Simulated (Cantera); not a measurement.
What does this Cantera script print?

```python
import numpy as np
import cantera as ct

gas_names = """
    AL ALCL ALCL2 ALCL3 ALN AL2 AL2CL6 CL CL2 N N2
""".split()
cond_names = """
    AL(cr) AL(L) ALCL3(s) ALCL3(L) ALN(s)
""".split()


# ... load() reads the species with a 1 bar reference pressure and builds the phases ...
atoms = {
    'Al': {'AL': 1},
    'Cl2': {'CL': 2},
    'N2': {'N': 2},
}
top_T = {'ALN(s)': 2750}  # K; cautious upper limits of use, not melting points


# ... equilibrate(T, P, feed) seeds the gas with the atoms and calls Mixture.equilibrate('TP', solver="vcs", rtol=1e-11, max_steps=5000) ...
results = []
feed = {'Al': 1, 'Cl2': 6.5, 'N2': 7.5}  # mol
P = 6.2  # Pa
for T in [473, 548, 623, 698, 773, 848, 923]:
    mix = equilibrate(T, P, feed)
    results.append((T, P, feed, dict(zip(mix.species_names, mix.species_moles))))

top = {s: max(r[3][s] / sum(r[3][g] for g in gas_names) for r in results) for s in gas_names}
cols = sorted((s for s in top if top[s] > 1e-05), key=lambda s: -top[s])[:8]
seen = [c for c in cond_names if any(r[3].get(c, 0) > 1e-12 for r in results)]
print("log10 of partial pressures in bar; condensed amounts in mol")
print(f"{'T/K':>10s}" + "".join(f"{s[:9]:>10s}" for s in cols + seen))
for T, P, feed, n in results:
    ng = sum(n[g] for g in gas_names)
    print(f"{T:10.4g}" + "".join(f"{np.log10(max(n[s] / ng * P / 1e5, 1e-99)):10.3f}" for s in cols)
          + "".join(f"{n.get(c, 0):10.4g}" for c in seen))
```

Output:

```
log10 of partial pressures in bar; condensed amounts in mol
       T/K        N2       CL2     ALCL3    AL2CL6        CL
       473    -4.451    -4.627    -5.889    -5.766   -12.884
       548    -4.461    -4.637    -5.384    -6.619   -11.040
       623    -4.463    -4.639    -5.340    -7.931    -9.634
       698    -4.463    -4.639    -5.338    -9.014    -8.526
       773    -4.463    -4.639    -5.338    -9.882    -7.630
       848    -4.463    -4.641    -5.338   -10.589    -6.892
       923    -4.465    -4.646    -5.340   -11.178    -6.275
```

Method: chemical equilibrium by Gibbs-energy minimisation in Cantera with the NASA 1993 tables (ideal gas, pure condensed phases).
